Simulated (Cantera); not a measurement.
Input (Python, Cantera) and output of one run.

```python
import numpy as np
import cantera as ct

gas_names = [...]  # 114 gases of nasa_gas.yaml made of C, Fe, H, O
cond_names = """
    C(gr) C6H6(L) C7H8(L) C8H18(L),n-octa Fe(a) Fe(c) Fe(d) Fe(L) FeC5O5(L) FeO(s) FeO(L) Fe(OH)2(s)
    Fe(OH)3(s) Fe2O3(s) Fe3O4(s) H2O(s) H2O(L)
""".split()


# ... load() reads the species with a 1 bar reference pressure and builds the phases ...
atoms = {
    'Fe2O3': {'Fe': 2, 'O': 3},
    'C': {'C': 1},
    'H2': {'H': 2},
}
top_T = {'C(gr)': 4500, 'Fe2O3(s)': 1830, 'Fe3O4(s)': 1870}  # K; cautious upper limits of use, not melting points


# ... equilibrate(T, P, feed) seeds the gas with the atoms and calls Mixture.equilibrate('TP', solver="vcs", rtol=1e-11, max_steps=5000) ...
results = []
feed = {'Fe2O3': 1, 'C': 6.8, 'H2': 1.1}  # mol
T = 1200  # K
P = 19  # Pa
mix = equilibrate(T, P, feed)
results.append((T, P, feed, dict(zip(mix.species_names, mix.species_moles))))
print(gas.report(threshold=0.001))
for i in range(1, mix.n_phases):
    print(f"{mix.phase(i).name:16s} {mix.phase_moles(i):12.5e} mol")
```

Output:

```
       temperature   1200 K
          pressure   19 Pa
           density   4.0059e-05 kg/m^3
  mean mol. weight   21.036 kg/kmol
   phase of matter   gas

                          1 kg             1 kmol
                     ---------------   ---------------
          enthalpy       -2.5142e+06       -5.2888e+07  J
   internal energy       -2.9885e+06       -6.2865e+07  J
           entropy             14179        2.9828e+05  J/K
    Gibbs function        -1.953e+07       -4.1082e+08  J
 heat capacity c_p            1581.5             33269  J/K
 heat capacity c_v            1186.3             24955  J/K

                      mass frac. Y      mole frac. X     chem. pot. / RT
                     ---------------   ---------------   ---------------
                CO           0.97428            0.7317           -46.057
                H2          0.025712           0.26829           -27.862
     [ +112 minor]        6.0986e-06        1.0811e-05

C(gr)             3.80001e+00 mol
Fe(c)             2.00000e+00 mol
FeC5O5(L)         0.00000e+00 mol
FeO(s)            0.00000e+00 mol
Fe(OH)2(s)        0.00000e+00 mol
Fe(OH)3(s)        0.00000e+00 mol
Fe2O3(s)          0.00000e+00 mol
Fe3O4(s)          0.00000e+00 mol
```

Method: chemical equilibrium by Gibbs-energy minimisation in Cantera with the NASA 1993 tables (ideal gas, pure condensed phases). Condensed phases not in the tables: cementite and carbon dissolved in iron.
